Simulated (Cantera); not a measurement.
Source: NASA polynomial tables (part measured, part estimated), evaluated in Cantera. Values are per mole of reaction as written; species without (g) are pure solids or liquids, kept so even where they would boil at 1 bar.

O(g) + 2 Al(g) = Al2O(g)

| T (K) | ΔH° (kJ) | ΔS° (J/K) | ΔG° (kJ) | log10 K |
|---|---|---|---|---|
| 800 | -1056.8 | -244.7 | -861.1 | 56.22 |
| 900 | -1057.1 | -245.0 | -836.6 | 48.56 |
| 1000 | -1057.3 | -245.2 | -812.1 | 42.42 |
| 1100 | (withheld) | (withheld) | (withheld) | (withheld) |
| 1200 | (withheld) | (withheld) | (withheld) | (withheld) |
| 1300 | -1057.8 | -245.6 | -738.5 | 29.67 |
| 1400 | -1057.9 | -245.7 | -713.9 | 26.64 |
| 1500 | -1058.0 | -245.7 | -689.4 | 24.01 |

Q: What belongs in the gaps?

A: 
- 1100, ΔH° (kJ): -1057.5
- 1100, ΔS° (J/K): -245.3
- 1100, ΔG° (kJ): -787.6
- 1100, log10 K: 37.40
- 1200, ΔH° (kJ): -1057.6
- 1200, ΔS° (J/K): -245.5
- 1200, ΔG° (kJ): -763.1
- 1200, log10 K: 33.21
